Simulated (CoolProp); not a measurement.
A simple Rankine cycle with sulfur dioxide: condensing at 328.15 K, boiler at 3.67 MPa, turbine inlet 392.1 K, turbine efficiency 0.6, pump efficiency 0.8, no recuperator. Each further row changes one setting.

Computed with CoolProp (reference Helmholtz-energy equation of state, Gao 2016).

| case | thermal efficiency (%) | net work (kJ/kg) | heat in (kJ/kg) | turbine exit temperature (K) | volume ratio over the turbine |
|---|---|---|---|---|---|
| as stated | 7.6 | 24.9 | 328 | 328.2 | 3.69 |
| turbine inlet 412.1 K | ___ | 27.6 | 352 | 329.8 | 3.45 |
| condensing temperature 320.15 K | 8.6 | 29.1 | ___ | 320.2 | 4.56 |
| boiler pressure 2.57 MPa | 6.0 | 21.1 | 350 | 334.9 | 2.46 |
| turbine efficiency 0.5 | 6.2 | 20.4 | 328 | 328.2 | ___ |

Task: Fill in the missing entries.

Result: 
- turbine inlet 412.1 K, thermal efficiency (%): 7.8
- condensing temperature 320.15 K, heat in (kJ/kg): 339
- turbine efficiency 0.5, volume ratio over the turbine: 3.75

The expansion ends wet for: as stated; condensing temperature 320.15 K; turbine efficiency 0.5.
